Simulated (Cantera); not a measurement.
A closed system holds: 1 mol AlCl₃, 5.9 mol NH₃, 3.6 mol N₂, held at 12.0 Pa.

Method: chemical equilibrium by Gibbs-energy minimisation in Cantera with the NASA 1993 tables (ideal gas, pure condensed phases). Candidate condensed phases: Al, AlCl₃, AlN, NH₄Cl; 20 gas species. The numbers say what is thermodynamically allowed, not how fast it happens.

Over these rows the condensed part is AlN(s). Partial pressures as log10 of bar:

| T (K) | 1000/T (1/K) | log p AlCl | log p H₂ | log p N₂ | log p HCl | log p AlCl₃ |
|---|---|---|---|---|---|---|
| 1125 | 0.8889 | -7.97 | -4.22 | -4.33 | -5.00 | -5.40 |
| 1150 | 0.8696 | -7.62 | -4.22 | -4.33 | -5.01 | -5.40 |
| 1175 | 0.8511 | ? | -4.22 | -4.33 | -5.01 | -5.40 |
| 1200 | 0.8333 | -6.96 | -4.22 | -4.33 | -5.02 | -5.40 |
| 1225 | 0.8163 | -6.66 | -4.22 | -4.33 | -5.02 | -5.40 |
| 1250 | 0.8000 | -6.36 | -4.22 | -4.33 | -5.03 | -5.41 |

### Question
Fit log p(AlCl) = a + b·(1000/T) to the five rows, give the apparent enthalpy, and predict the row at 1175 K.

### Answer
Means: 1000/T = 0.8416, log p = -7.114. Sxy = -0.098788, Sxx = 0.0054608, so b = -18.09 and a = -7.114 − (-18.09)×0.8416 = 8.11.
Apparent enthalpy: −19.145 × (-18.09) = 346 kJ/mol. With the condensed phases at unit activity, 2/3 AlN(s) + 1/3 AlCl₃(g) = AlCl(g) + 1/3 N₂(g) links this pressure to the main gases: over the six rows their terms move log p by -0.00 in all, so the slope is close to that reaction's ΔH°. The five rows lie within 0.01 of the line.
Prediction at 1175 K: 8.11 + (-18.09)×0.8511 = -7.29. The computed value is -7.29, 0.00 from the line.
